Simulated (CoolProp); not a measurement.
Ammonia at 681.95 K and 15.2 MPa flows at 8.2 m/s in a round tube of 20 mm bore and 1.5 µm roughness, fully developed (64/Re and Nu = 3.66 if laminar; Colebrook and Gnielinski if turbulent). Each further row changes one setting.

Model: reference Helmholtz-energy equation of state, Gao 2020, in CoolProp.

| case | Reynolds number | Darcy friction factor | pressure drop (Pa/m) | heat-transfer coefficient (W/(m² K)) | mass flow (kg/h) |
|---|---|---|---|---|---|
| as stated | 307000 | 0.0152 | 1230 | 2440 | 450 |
| velocity 16.4 m/s | 614000 | 0.0138 | 4490 | 4430 | 899 |
| diameter 40 mm | 614000 | 0.0133 | 541 | 2130 | 1800 |

Viscosity comes from a separate model (Fenghour 1995). Thermal conductivity comes from a separate model (Tufeu 1984).
